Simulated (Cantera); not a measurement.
An adiabatic, constant-pressure homogeneous reactor starts with H2 : O2 : N2 : NO = 1 : 1.19 : 11.8 : 0.058 (molar parts), at 1325 K and 2.60 bar. Integrator tolerance rtol = 1e-08.

Detailed kinetics in Cantera: GRI-Mech 3.0 (53 species, 325 reactions). The hydrogen kinetics of GRI-Mech 3.0 are dated; newer H2 mechanisms differ, most at raised pressure. The mechanism lacks 2 NO + O2 → 2 NO2 and HONO, so NO2 and the effect of NO are under-described below about 1400 K.

Problem. What does this change do: H2 1 to 1.3 parts?

Solution. 
```csv
quantity,before,after
time of steepest temperature rise,23.4 µs,21.8 µs
temperature at 2.00 s,1834 K,1970 K
equilibrium temperature,1838 K,1971 K
x(H2) at 2.00 s,1.50e-5 (gas-phase equilibrium 1.54e-5),6.79e-5 (gas-phase equilibrium 6.82e-5)
x(O2) at 2.00 s,0.0509 (gas-phase equilibrium 0.0517),0.0395 (gas-phase equilibrium 0.0397)
x(NO) at 2.00 s,0.00404 (gas-phase equilibrium 0.00247),0.00364 (gas-phase equilibrium 0.00322)
x(OH) at 2.00 s,0.000402 (gas-phase equilibrium 0.000412),0.000890 (gas-phase equilibrium 0.000896)
x(N2) at 2.00 s,0.871 (gas-phase equilibrium 0.872),0.861 (gas-phase equilibrium 0.862)
```

Problem. What does this change do: pressure from 2.60 bar to 2.20 bar?

Solution. 
```tsv
quantity	before	after
time of steepest temperature rise	23.4 µs	27.4 µs
temperature at 2.00 s	1834 K	1834 K
equilibrium temperature	1838 K	1838 K
x(H2) at 2.00 s	1.50e-5 (gas-phase equilibrium 1.54e-5)	1.63e-5 (gas-phase equilibrium 1.67e-5)
x(O2) at 2.00 s	0.0509 (gas-phase equilibrium 0.0517)	0.0509 (gas-phase equilibrium 0.0517)
x(NO) at 2.00 s	0.00404 (gas-phase equilibrium 0.00247)	0.00406 (gas-phase equilibrium 0.00247)
x(OH) at 2.00 s	0.000402 (gas-phase equilibrium 0.000412)	0.000418 (gas-phase equilibrium 0.000430)
x(N2) at 2.00 s	0.871 (gas-phase equilibrium 0.872)	0.871 (gas-phase equilibrium 0.872)
```
